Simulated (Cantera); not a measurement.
A diamond (100) surface in a fixed gas of H2 with x(CH4) = 0.0023, x(H) = 0.00045, at 1298 K, 5200 Pa; coverages are run to steady state.

Model: the Harris–Goodwin 1993 mechanism for the reconstructed diamond (100) surface, integrated in Cantera.

θ: site fractions in the mechanism's names (c6HH fully hydrogenated, c6H* and c6*H radical sites, c6** diradical, c6HM methylated).

```
x(CH3)   growth (µm/h)  θ c6HH  θ c6H*  θ c6*H  θ c6**    θ c6HM
-------  -------------  ------  ------  ------  ------  --------
1e-06          0.00259   0.477  0.0430   0.461  0.0184   1.76e-6
2.4e-06        0.00622   0.477  0.0430   0.461  0.0184   4.23e-6
5.7e-06         0.0148   0.477  0.0430   0.461  0.0184   1.00e-5
1.4e-05              …   0.477  0.0430   0.461  0.0184         …
3.2e-05         0.0825   0.477  0.0430   0.461  0.0183   5.63e-5
7.7e-05          0.197   0.477  0.0430   0.461  0.0182  0.000135
0.00018          0.452   0.476  0.0429   0.460  0.0178  0.000314
0.00044              …   0.475  0.0428   0.459  0.0170         …
0.001             2.19   0.473  0.0425   0.456  0.0154   0.00169
```

Task: What belongs in the gaps?

Result: 
- 1.4e-05, growth (µm/h): 0.0362
- 1.4e-05, θ c6HM: 2.46e-5
- 0.00044, growth (µm/h): 1.06
- 0.00044, θ c6HM: 0.000759
